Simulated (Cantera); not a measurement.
**Adiabatic ignition**

An adiabatic, constant-pressure homogeneous reactor starts with CH₄ : C₂H₆ : O₂ : N₂ : H₂O = 1 : 0.045 : 4.15 : 15.6 : 1.6 (molar parts), equivalence ratio 0.52, at 1700 K and 7.00 bar.

Cantera simulation using GRI-Mech 3.0 (53 species, 325 reactions); the numbers are that mechanism's predictions, not measurements.

```json
[
 {"t (s)": "3.00e-6", "T (K)": "1699", "x CH₄": "0.0445", "x C₂H₆": "0.00183", "x O₂": "0.185", "x N₂O": "6.20e-10", "x H₂O": "0.0716"},
 {"t (s)": "1.03e-5", "T (K)": "1708", "x CH₄": "0.0416", "x C₂H₆": "0.00160", "x O₂": "0.183", "x N₂O": "9.84e-9", "x H₂O": "0.0738"},
 {"t (s)": "3.54e-5", "T (K)": "2543", "x CH₄": "<1e-12", "x C₂H₆": "<1e-12", "x O₂": "0.0872", "x N₂O": "2.01e-6", "x H₂O": "0.156"},
 {"t (s)": "0.000122", "T (K)": "2570", "x CH₄": "<1e-12", "x C₂H₆": "<1e-12", "x O₂": "0.0866", "x N₂O": "1.91e-6", "x H₂O": "0.158"},
 {"t (s)": "0.000418", "T (K)": "2568", "x CH₄": "<1e-12", "x C₂H₆": "<1e-12", "x O₂": "0.0860", "x N₂O": "1.91e-6", "x H₂O": "0.158"},
 {"t (s)": "0.00144", "T (K)": "2561", "x CH₄": "<1e-12", "x C₂H₆": "<1e-12", "x O₂": "0.0841", "x N₂O": "1.90e-6", "x H₂O": "0.158"},
 {"t (s)": "0.00493", "T (K)": "2551", "x CH₄": "<1e-12", "x C₂H₆": "<1e-12", "x O₂": "0.0810", "x N₂O": "1.95e-6", "x H₂O": "0.159"},
 {"t (s)": "0.0169", "T (K)": "2547", "x CH₄": "<1e-12", "x C₂H₆": "<1e-12", "x O₂": "0.0799", "x N₂O": "1.97e-6", "x H₂O": "0.159"},
 {"t (s)": "0.0582", "T (K)": "2547", "x CH₄": "<1e-12", "x C₂H₆": "<1e-12", "x O₂": "0.0799", "x N₂O": "1.97e-6", "x H₂O": "0.159"},
 {"t (s)": "0.200", "T (K)": "2547", "x CH₄": "<1e-12", "x C₂H₆": "<1e-12", "x O₂": "0.0799", "x N₂O": "1.97e-6", "x H₂O": "0.159"}
]
```
x: mole fraction; the columns are a selection and need not sum to one.

| Quantity | Result |
|---|---|
| time of steepest temperature rise | 22.0 µs |
| temperature at 0.200 s | 2547 K |
| equilibrium temperature | 2547 K |
| x(CH₄) at 0.200 s | <1e-12 (gas-phase equilibrium <1e-12) |
| x(C₂H₆) at 0.200 s | <1e-12 (gas-phase equilibrium <1e-12) |
| x(O₂) at 0.200 s | 0.0799 (gas-phase equilibrium 0.0799) |
